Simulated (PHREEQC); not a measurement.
Consider water at 25 °C with 0.0099 mol Al2(SO4)3 per kg of water. Closed to the air; pH follows from the charge balance.

All values are PHREEQC results (ion-association model, wateq4f.dat), not measurements.

Precipitation was switched off in this run.

Task: Order these Al species by the share of Al that they hold, largest first: Al(SO4)2-, AlOH+2, Al+3, AlSO4+.

Result: AlSO4+ (73 %), Al+3 (15 %), Al(SO4)2- (12 %), AlOH+2 (0.79 %)

Task: Order these S species by the share of S that they hold, largest first: HSO4-, AlSO4+, SO4-2, Al(SO4)2-.

Result: AlSO4+ (49 %), SO4-2 (36 %), Al(SO4)2- (16 %), HSO4- (0.19 %)

The pH is 4.01 and the ionic strength 0.0429 mol/kgw. Examples of supersaturated solids here: Basaluminite, Gibbsite (slow to form). Others may be too.
